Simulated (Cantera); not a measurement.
Input: 1 mol Si₃N₄, 55 mol HCl, 12 mol H₂O, at 1.00 bar.

These are equilibrium values from Cantera (NASA tables, ideal gas, pure condensed phases), not measurements of a reactor. Candidate condensed phases: H₂O, NH₄Cl, Si, SiO₂, Si₂N₂O, Si₃N₄; 47 gas species. The tables hold silica as quartz up to 1696 K and as liquid above; real silica turns to tridymite and cristobalite and melts near 1996 K. Gases not in the tables: Si(OH)₄. Equilibrium is a limit: real reactors are often held back by kinetics, nucleation or transport.

log p: log10 of the partial pressure in bar; n: condensed amount in mol.

```tsv
T (K)	log p HCl	log p H₂	log p H₂O	log p N₂	log p Cl	log p H	log p SiO	n SiO₂(β-quartz)	n SiO₂(condensed)
1075	-0.10	-1.06	-1.06	-1.54	-7.45	-8.36	<-12	3.00	0
1175	-0.10	-1.06	-1.06	-1.54	-6.54	-7.44	<-12	3.00	0
1275	-0.10	-1.06	-1.06	-1.54	-5.77	-6.66	<-12	3.00	0
1375	-0.10	-1.06	-1.06	-1.54	-5.12	-6.00	-10.48	3.00	0
1475	-0.10	-1.06	-1.06	-1.54	[?]	[?]	[?]	3.00	0
1575	-0.10	-1.06	-1.06	-1.54	[?]	[?]	[?]	3.00	0
1675	-0.10	-1.06	-1.06	-1.54	-3.61	-4.47	-6.80	3.00	0
1775	-0.10	-1.06	-1.06	-1.54	-3.22	-4.07	-5.87	0	3.00
1875	-0.10	-1.06	-1.06	-1.54	-2.87	-3.71	-5.05	0	3.00
1975	-0.10	-1.06	-1.06	-1.54	-2.56	-3.39	-4.31	0	3.00
```

Q: What belongs in the gaps?

A: 
- 1575, log p Cl: -4.05
- 1575, log p H: -4.91
- 1575, log p SiO: -7.87
- 1475, log p Cl: -4.55
- 1475, log p H: -5.42
- 1475, log p SiO: -9.09
